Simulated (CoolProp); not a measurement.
Vapour-liquid equilibrium of m-xylene (1) + n-nonane (2) at 4.37 bar; x and y are mole fractions of (1).

Model: multi-fluid Helmholtz-energy mixture model, Zhou 2012 and Lemmon 2006; pair parameters Bell 2016, in CoolProp.

```json
[
 {"x": "0.05", "bubble temperature, mixture model (°C)": "214.7", "bubble temperature, Raoult's law (°C)": "215.4", "y, mixture model": "0.071", "y, Raoult's law": "0.063"},
 {"x": "0.15", "bubble temperature, mixture model (°C)": "212.1", "bubble temperature, Raoult's law (°C)": "214.0", "y, mixture model": "[?]", "y, Raoult's law": "0.183"},
 {"x": "0.25", "bubble temperature, mixture model (°C)": "210.0", "bubble temperature, Raoult's law (°C)": "212.7", "y, mixture model": "[?]", "y, Raoult's law": "0.298"},
 {"x": "0.35", "bubble temperature, mixture model (°C)": "208.2", "bubble temperature, Raoult's law (°C)": "211.3", "y, mixture model": "0.415", "y, Raoult's law": "0.407"},
 {"x": "0.45", "bubble temperature, mixture model (°C)": "[?]", "bubble temperature, Raoult's law (°C)": "210.0", "y, mixture model": "0.509", "y, Raoult's law": "0.511"},
 {"x": "0.55", "bubble temperature, mixture model (°C)": "[?]", "bubble temperature, Raoult's law (°C)": "208.8", "y, mixture model": "0.598", "y, Raoult's law": "0.609"},
 {"x": "0.65", "bubble temperature, mixture model (°C)": "204.6", "bubble temperature, Raoult's law (°C)": "207.5", "y, mixture model": "0.683", "y, Raoult's law": "0.704"},
 {"x": "0.75", "bubble temperature, mixture model (°C)": "203.9", "bubble temperature, Raoult's law (°C)": "206.3", "y, mixture model": "0.769", "y, Raoult's law": "0.793"},
 {"x": "0.85", "bubble temperature, mixture model (°C)": "[?]", "bubble temperature, Raoult's law (°C)": "205.1", "y, mixture model": "0.857", "y, Raoult's law": "0.879"},
 {"x": "0.95", "bubble temperature, mixture model (°C)": "203.3", "bubble temperature, Raoult's law (°C)": "203.9", "y, mixture model": "0.950", "y, Raoult's law": "0.961"}
]
```

Some entries are withheld; supply them.


- 0.15, y, mixture model: 0.199
- 0.25, y, mixture model: 0.312
- 0.45, bubble temperature, mixture model (°C): 206.7
- 0.55, bubble temperature, mixture model (°C): 205.6
- 0.85, bubble temperature, mixture model (°C): 203.5

The largest gap from Raoult's law is -3.3 K in bubble temperature, at x = 0.45. No azeotrope shows between x = 0.05 and 0.95.

The pair parameters rest on a limited set of measurements; away from them the model extrapolates.
